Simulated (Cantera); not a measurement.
A perfectly stirred reactor is fed with 18.7 % CH4, 72.8 % CO2, 8.58 % H2O, at 5.10 bar; it is held at 1648 K, and followed from long to short residence time.

Detailed kinetics in Cantera: GRI-Mech 3.0 (53 species, 325 reactions).

One state of this run: x CH4 = 0.171; x CO2 = 0.719; x HO2 = <1e-12; x C2H = 1.45e-9; x C2H2 = 0.00252. x: mole fraction; the columns are a selection and need not sum to one.

Task: Which value of τ (s) does it belong to?
(A) 0.00087
(B) 0.011
(C) 5.6
(D) 0.13

Result: A, 0.00087
